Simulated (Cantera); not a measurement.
Catalytic combustion on Pt

An isothermal plug-flow reactor at 575 K and 93000 Pa (inlet), inlet velocity 0.69 m/s, active area per volume 3800 1/m; feed CO : O2 : N2 : H2O = 0.011 : 0.037 : 0.79 : 0.0067 (molar parts).

Model: Deutschmann's 1995 Pt surface mechanism with GRI-Mech 3.0 gas chemistry, integrated in Cantera. Catalytic surfaces can have several steady states; this one follows from the mechanism file's or the stated starting coverage. Mass transfer to the wall is taken as infinitely fast.

```json
[
 {"z (m)": "0.00012", "x CO": "0.0130", "x O2": "0.0438", "x H2O": "0.00793", "x CO2": "9.88e-6", "θ free Pt": "0.00435", "θ O*": "0.00374", "θ CO*": "0.992"},
 {"z (m)": "0.00021", "x CO": "0.0130", "x O2": "0.0438", "x H2O": "0.00793", "x CO2": "1.73e-5", "θ free Pt": "0.00435", "θ O*": "0.00374", "θ CO*": "0.992"},
 {"z (m)": "0.00035", "x CO": "0.0130", "x O2": "0.0438", "x H2O": "0.00793", "x CO2": "2.88e-5", "θ free Pt": "0.00435", "θ O*": "0.00375", "θ CO*": "0.992"},
 {"z (m)": "0.00058", "x CO": "0.0130", "x O2": "0.0438", "x H2O": "0.00793", "x CO2": "4.78e-5", "θ free Pt": "0.00435", "θ O*": "0.00375", "θ CO*": "0.992"},
 {"z (m)": "0.00096", "x CO": "0.0129", "x O2": "0.0438", "x H2O": "0.00793", "x CO2": "7.93e-5", "θ free Pt": "0.00436", "θ O*": "0.00376", "θ CO*": "0.992"},
 {"z (m)": "0.0016", "x CO": "0.0129", "x O2": "0.0437", "x H2O": "0.00793", "x CO2": "0.000132", "θ free Pt": "0.00437", "θ O*": "0.00378", "θ CO*": "0.992"},
 {"z (m)": "0.0027", "x CO": "0.0128", "x O2": "0.0437", "x H2O": "0.00793", "x CO2": "0.000224", "θ free Pt": "0.00439", "θ O*": "0.00381", "θ CO*": "0.992"},
 {"z (m)": "0.0045", "x CO": "0.0126", "x O2": "0.0436", "x H2O": "0.00793", "x CO2": "0.000376", "θ free Pt": "0.00442", "θ O*": "0.00386", "θ CO*": "0.992"},
 {"z (m)": "0.0074", "x CO": "0.0124", "x O2": "0.0435", "x H2O": "0.00793", "x CO2": "0.000626", "θ free Pt": "0.00448", "θ O*": "0.00394", "θ CO*": "0.991"},
 {"z (m)": "0.012", "x CO": "0.0120", "x O2": "0.0433", "x H2O": "0.00794", "x CO2": "0.00103", "θ free Pt": "0.00457", "θ O*": "0.00409", "θ CO*": "0.991"}
]
```
x: gas mole fraction; θ: surface coverage.
